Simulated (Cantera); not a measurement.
Feed: 1 mol CaCO₃, 0.1 mol H₂, equilibrated at 2150 K and 0.150 bar.

Method: chemical equilibrium by Gibbs-energy minimisation in Cantera with the NASA 1993 tables (ideal gas, pure condensed phases). Candidate condensed phases: C, C₆H₆, C₇H₈, C₈H₁₈, Ca, CaCO₃, CaO, Ca(OH)₂, H₂O; 115 gas species. The numbers say what is thermodynamically allowed, not how fast it happens.

Base state: CO₂ 0.797, CO 0.104, H₂O 0.0863, O₂ 0.00709, OH 0.00259, H₂ 0.00219, H 0.000510, O 0.000425 (mole fractions); condensed: CaO(s).

### Question
What changes in the equilibrium state with this change: temperature from 2150 K to 1823 K?

### Answer
```json
[
 {"species": "CO₂", "before": "0.797", "after": "0.820"},
 {"species": "CO", "before": "0.104", "after": "0.0886"},
 {"species": "H₂O", "before": "0.0863", "after": "0.0884"},
 {"species": "O₂", "before": "0.00709", "after": "3.87e-5"},
 {"species": "Ca(OH)₂", "before": "2.60e-5", "after": "1.98e-6"},
 {"species": "O", "before": "0.000425", "after": "2.42e-6"},
 {"species": "OH", "before": "0.00259", "after": "0.000139"},
 {"species": "H", "before": "0.000510", "after": "5.53e-5"},
 {"species": "H₂", "before": "0.00219", "after": "0.00244"},
 {"species": "CaO(s), mol", "before": "1.000", "after": "1.000"}
]
```
